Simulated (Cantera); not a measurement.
Input: 1 mol Si3N4, 0.0015 mol O2, 110 mol H2, equilibrated at 101000 Pa.

Method: chemical equilibrium by Gibbs-energy minimisation in Cantera with the NASA 1993 tables (ideal gas, pure condensed phases). Candidate condensed phases: H2O, Si, SiO2, Si2N2O, Si3N4; 35 gas species. Mutual solubility and eutectic melting of coexisting phases are not modelled. Gases not in the tables: Si2H6 and higher silanes. The numbers say what is thermodynamically allowed, not how fast it happens.

log p: log10 of the partial pressure in bar; n: condensed amount in mol.

```csv
T (K),log p H2,log p N2,log p H,log p SiO,log p SiH2,log p SiH,n Si(s),n Si2N2O(s),n Si3N4(s),n Si(l)
1500,0.01,-4.32,-4.75,-6.06,-5.82,___,0.00592,0.00291,0.996,0
1525,0.01,-4.11,-4.62,-5.80,-5.68,___,0.0106,0.00283,0.994,0
1550,0.01,-3.91,-4.50,-5.55,-5.55,___,0.0179,0.00269,0.992,0
1575,0.01,-3.71,-4.38,-5.31,-5.42,___,0.0292,0.00247,0.988,0
1600,0.01,-3.52,-4.26,-5.07,-5.29,___,0.0461,0.00208,0.983,0
1625,0.01,-3.34,-4.15,-4.85,-5.17,___,0.0714,0.00145,0.974,0
1650,0.01,-3.16,-4.04,-4.63,-5.06,___,0.109,0.000429,0.962,0
1675,0.01,-2.99,-3.93,-4.56,-4.94,___,0.163,0,0.944,0
1700,0.00,-2.81,-3.83,-4.56,-4.84,___,0,0,0.915,0.250
1725,0.00,-2.61,-3.73,-4.56,-4.76,___,0,0,0.867,0.395
1750,0.00,-2.42,-3.63,-4.56,-4.68,___,0,0,0.793,0.616
1775,0.00,-2.23,-3.54,-4.56,-4.60,___,0,0,0.682,0.947
```

Task: What belongs in the gaps?

Result: 
- 1500, log p SiH: -7.47
- 1525, log p SiH: -7.26
- 1550, log p SiH: -7.06
- 1575, log p SiH: -6.86
- 1600, log p SiH: -6.67
- 1625, log p SiH: -6.49
- 1650, log p SiH: -6.31
- 1675, log p SiH: -6.13
- 1700, log p SiH: -5.98
- 1725, log p SiH: -5.84
- 1750, log p SiH: -5.70
- 1775, log p SiH: -5.57
